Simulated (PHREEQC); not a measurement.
Solution (20 °C): 0.021 mol NaH2PO4 and 0.19 mol K2HPO4 per kg of water. Closed to the air; pH follows from the charge balance.

Model: ion-association model, wateq4f.dat, run in PHREEQC.

```
Quantity                   Value
-----------------  -------------
pH                          7.60
ionic strength     0.543 mol/kgw
activity of water          0.990
total alkalinity      190 meq/kg
```

```csv
species,molality,activity,log γ
K+,0.357,0.229,-0.194
HPO4-2,0.166,0.0350,-0.675
KHPO4-,0.0227,0.0156,-0.162
H2PO4-,0.0210,0.0145,-0.162
Na+,0.0196,0.0139,-0.149
NaHPO4-,0.00138,0.000951,-0.162
```

This is a speciation only: nothing precipitates in the calculation. H3PO4, which wateq4f.dat lacks, is added to it with the constant of phreeqc.dat.
